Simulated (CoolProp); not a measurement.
Vapour-liquid equilibrium of R125 (1) + R152A (2) at 201 K; x and y are mole fractions of (1).

The numbers come from the multi-fluid Helmholtz-energy mixture model, Lemmon 2005 and Outcalt 1996; pair parameters Bell 2016 in CoolProp.

```csv
x,"bubble pressure, mixture model (bar)","bubble pressure, Raoult's law (bar)","y, mixture model","y, Raoult's law"
0.05,0.07616,0.07535,0.181,0.174
0.125,0.09084,0.09012,0.364,0.364
0.2,0.1046,0.1049,0.491,0.500
0.275,0.1178,0.1197,…,0.603
0.35,0.1310,0.1344,0.665,0.683
0.425,0.1443,0.1492,0.730,0.748
0.5,…,0.1640,0.786,0.800
0.575,0.1725,0.1787,0.834,0.844
0.65,0.1874,0.1935,0.876,0.882
0.725,0.2030,0.2083,…,0.914
0.8,0.2190,0.2231,0.942,0.941
0.875,…,0.2378,0.968,0.966
0.95,0.2518,0.2526,0.989,0.987
```

Problem. Fill in the missing entries.

Solution. 
- 0.275, y, mixture model: 0.588
- 0.5, bubble pressure, mixture model (bar): 0.1581
- 0.725, y, mixture model: 0.912
- 0.875, bubble pressure, mixture model (bar): 0.2354

The largest gap from Raoult's law is -3.6 % in bubble pressure, at x = 0.5. No azeotrope shows between x = 0.05 and 0.95.

Pair parameters are fitted to limited data, so mixtures are less certain than the pure fluids. The gap from Raoult's law changes sign with composition, which may be real or a fault of the pair parameters; it wasn't checked against measurements.
